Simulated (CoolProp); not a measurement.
Vapour pressure (bar) of R1233zd(E): the reference equation beside estimates from Tc = 165.7 °C, pc = 35.83 bar, ω = 0.304. Clausius-Clapeyron is anchored at -13.05 °C with a constant enthalpy of vaporisation of 27.23 kJ/mol.

Model: reference Helmholtz-energy equation of state, Akasaka 2022, in CoolProp.

```json
[
 {"T (°C)": "-13.05", "reference": "0.2646", "Lee-Kesler": "?", "Clausius-Clapeyron": "0.2646"},
 {"T (°C)": "1.15", "reference": "0.5101", "Lee-Kesler": "0.4999", "Clausius-Clapeyron": "0.5079"},
 {"T (°C)": "15.25", "reference": "0.9079", "Lee-Kesler": "0.8986", "Clausius-Clapeyron": "0.9105"},
 {"T (°C)": "29.45", "reference": "1.523", "Lee-Kesler": "1.519", "Clausius-Clapeyron": "?"},
 {"T (°C)": "43.55", "reference": "?", "Lee-Kesler": "2.423", "Clausius-Clapeyron": "2.512"},
 {"T (°C)": "57.75", "reference": "3.676", "Lee-Kesler": "3.698", "Clausius-Clapeyron": "3.916"},
 {"T (°C)": "71.85", "reference": "5.370", "Lee-Kesler": "5.407", "Clausius-Clapeyron": "5.868"},
 {"T (°C)": "86.05", "reference": "7.614", "Lee-Kesler": "7.664", "Clausius-Clapeyron": "8.541"},
 {"T (°C)": "100.15", "reference": "10.48", "Lee-Kesler": "10.53", "Clausius-Clapeyron": "12.05"}
]
```

Problem. Some entries are withheld; supply them.

Solution. 
- -13.05, Lee-Kesler: 0.2564
- 29.45, Clausius-Clapeyron: 1.552
- 43.55, reference: 2.416

Absolute difference from the reference over all 9 rows, mean and median: Lee-Kesler 1.0 and 0.7 %, Clausius-Clapeyron 5.5 and 4.0 %.
